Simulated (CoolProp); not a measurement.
Model: reference Helmholtz-energy equation of state, Gao 2022, in CoolProp.

Problem. Give the vapour pressure (bar), liquid density (kg/m³), vapour density (kg/m³), enthalpy of vaporisation (kJ/kg) of saturated n-perfluorobutane at 241.6, 266.5, 291.5 K.

Solution. 
```tsv
T (K)	p (bar)	liquid density (kg/m³)	vapour density (kg/m³)	enthalpy of vaporisation (kJ/kg)
241.6	0.258	1700	3.11	107
266.5	0.838	1610	9.39	99.1
291.5	2.15	1520	23.0	90.6
```
